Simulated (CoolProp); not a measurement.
Computed with CoolProp (reference Helmholtz-energy equation of state, Thol 2019).

Q: Give the vapour pressure (bar), vapour density (kg/m³), enthalpy of vaporisation (kJ/kg), surface tension (mN/m) of saturated decamethylcyclopentasiloxane (D5) at 54.55, 80.55, 184.75 °C.

A: 
```tsv
T (°C)	p (bar)	vapour density (kg/m³)	enthalpy of vaporisation (kJ/kg)	surface tension (mN/m)
54.55	0.00189	0.0257	163	15.9
80.55	0.00925	0.117	154	14.0
184.75	0.524	5.41	119	7.10
```

Surface tension comes from a separate correlation (Mulero 2014), older than this fluid's equation and unchecked against measurements.
